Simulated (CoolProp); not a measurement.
Computed with CoolProp (reference Helmholtz-energy equation of state, Akasaka 2024).

Task: For R1132(E), give the phase and the density (kg/m³), Joule-Thomson coefficient (K/MPa), isothermal compressibility (1/MPa) at 341 K and 6.5 MPa; 391.6 K and 6.5 MPa.

Result: 
- 341 K and 6.5 MPa: liquid; density 747, Joule-Thomson coefficient 1.22, isothermal compressibility 0.0304
- 391.6 K and 6.5 MPa: supercritical; density 198, Joule-Thomson coefficient 8.05, isothermal compressibility 0.257
